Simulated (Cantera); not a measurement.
A perfectly stirred reactor is fed with C₂H₆ : N₂ = 1 : 4.7 (molar parts), at 1.01 bar; it is held at 1300 K, and followed from long to short residence time.

Model: GRI-Mech 3.0 (53 species, 325 reactions), integrated in Cantera. GRI-Mech 3.0 stops at C3 and has no aromatics, soot or wall deposition, so with more carbon than oxygen in the feed, carbon stays in small species such as C2H2 where larger ones or solid carbon would form.

**Question.** What does this change do: pressure from 1.01 bar to 0.00240 bar?

**Answer.** 
```json
[
 {"quantity": "x(C₂H₆) at τ = 2.80 s", "before": "0.000847", "after": "0.00627"},
 {"quantity": "x(CH₃) at τ = 2.80 s", "before": "1.34e-5", "after": "0.000670"},
 {"quantity": "x(C₂H₂) at τ = 2.80 s", "before": "0.0746", "after": "0.0725"},
 {"quantity": "x(CH₂) at τ = 2.80 s", "before": "1.00e-10", "after": "1.39e-7"},
 {"quantity": "x(C₂H₄) at τ = 2.80 s", "before": "0.0394", "after": "0.0327"},
 {"quantity": "x(C₂H₆) at τ = 90.0 ms", "before": "0.00627", "after": "0.0963"},
 {"quantity": "x(CH₃) at τ = 90.0 ms", "before": "2.98e-5", "after": "0.00242"},
 {"quantity": "x(C₂H₂) at τ = 90.0 ms", "before": "0.0557", "after": "0.00557"},
 {"quantity": "x(CH₂) at τ = 90.0 ms", "before": "6.65e-10", "after": "6.11e-7"},
 {"quantity": "x(C₂H₄) at τ = 90.0 ms", "before": "0.0645", "after": "0.0480"}
]
```
Radical loss at walls, strong at low pressure, is not modelled.
